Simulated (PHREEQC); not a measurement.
A column of 0.2 m (30 cells, dispersivity 0.01 m, 720 s a shift, diffusion coefficient 3e-10 m²/s) holds 0.0089 eq of the database's cation exchanger X per kg of pore water, first in equilibrium with 0.08 mol/kgw KBr, 0.09 mol/kgw LiCl and 1e-05 mol/kgw HCl. It is flushed with 0.0017 mol NaCl, 0.0043 mol KBr and 1e-05 mol HCl per kg of water, at 40 °C. Values are for the last cell. No CO2 enters from the air. No solid was allowed to form.

Base run: PHREEQC, ion-association model, phreeqc.dat. Each further column changes one thing. The table gives Li in solution (mol/kgw).

```tsv
pore volumes	base	exchange capacity from 0.0089 to 0.0044 eq/kgw	dispersivity from 0.01 to 0.02 m
0	0.0900	0.0900	0.0900
0.6833	0.0773	…	0.0680
1.35	0.0129	…	0.0168
1.85	0.00255	0.00200	0.00507
2.517	0.000390	…	…
3.183	4.85e-5	…	0.000340
3.683	9.33e-6	…	0.000125
4.35	9.83e-7	…	3.20e-5
5.017	1.00e-7	8.09e-9	8.11e-6
```

Task: Fill in the missing entries.

Result: 
- 0.6833, exchange capacity from 0.0089 to 0.0044 eq/kgw: 0.0772
- 1.35, exchange capacity from 0.0089 to 0.0044 eq/kgw: 0.0124
- 2.517, exchange capacity from 0.0089 to 0.0044 eq/kgw: 0.000179
- 2.517, dispersivity from 0.01 to 0.02 m: 0.00125
- 3.183, exchange capacity from 0.0089 to 0.0044 eq/kgw: 1.36e-5
- 3.683, exchange capacity from 0.0089 to 0.0044 eq/kgw: 1.84e-6
- 4.35, exchange capacity from 0.0089 to 0.0044 eq/kgw: 1.23e-7

Constants without temperature data keep their 25 °C values here.
